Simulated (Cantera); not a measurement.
Diamond growth

A diamond (100) surface in a fixed gas of H2 with x(CH4) = 0.0027, x(CH3) = 4e-05, at 1075 K, 0.0940 bar; coverages are run to steady state.

Model: the Harris–Goodwin 1993 mechanism for the reconstructed diamond (100) surface, integrated in Cantera.

```csv
x(H),growth (µm/h),θ c6HH,θ c6H*,θ c6*H,θ c6**,θ c6HM
0.0001,0.286,0.593,0.0212,0.357,0.00533,0.0157
0.00021,0.591,0.558,0.0230,0.387,0.00845,0.0159
0.00044,1.05,0.540,0.0240,0.404,0.0113,0.0137
0.00093,1.58,0.533,0.0246,0.414,0.0134,0.00994
0.0019,2.03,0.531,0.0250,0.420,0.0147,0.00629
0.0041,2.36,0.531,0.0253,0.424,0.0154,0.00341
0.0086,2.55,0.531,0.0255,0.425,0.0158,0.00176
0.018,2.65,0.531,0.0257,0.426,0.0160,0.000874
0.038,2.71,0.531,0.0262,0.426,0.0162,0.000423
```
θ: site fractions in the mechanism's names (c6HH fully hydrogenated, c6H* and c6*H radical sites, c6** diradical, c6HM methylated).
